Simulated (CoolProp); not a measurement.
Vapour-liquid equilibrium of hydrogen sulfide (1) + toluene (2) at 369 kPa; x and y are mole fractions of (1).

Computed with CoolProp (multi-fluid Helmholtz-energy mixture model, Lemmon 2006 and Lemmon 2006; pair parameters Bell 2016).

| x | bubble temperature (°C) | y at the bubble point | dew temperature at overall composition x (°C) | liquid density (mol/L) |
|---|---|---|---|---|
| 0.05 | 95.2 | 0.822 | 160.8 | 8.918 |
| 0.125 | 46.5 | 0.972 | 156.7 | 9.984 |
| 0.2 | 26.0 | 0.990 | 152.5 | 10.82 |
| 0.275 | 13.9 | 0.995 | 148.0 | 11.64 |
| 0.35 | 5.4 | 0.997 | 143.2 | 12.51 |
| 0.425 | -1.4 | 0.998 | 138.0 | 13.46 |
| 0.5 | -7.1 | 0.999 | 132.3 | 14.51 |
| 0.575 | -12.1 | 0.999 | 125.8 | 15.68 |
| 0.65 | -16.5 | 1.000 | 118.5 | 17.01 |
| 0.725 | -20.4 | 1.000 | 109.8 | 18.51 |
| 0.8 | -23.8 | 1.000 | 99.0 | 20.23 |
| 0.875 | -26.8 | 1.000 | 84.4 | 22.22 |
| 0.95 | -29.3 | 1.000 | 59.6 | 24.52 |

No azeotrope shows between x = 0.05 and 0.95.

Pair parameters are fitted to limited data, so mixtures are less certain than the pure fluids.
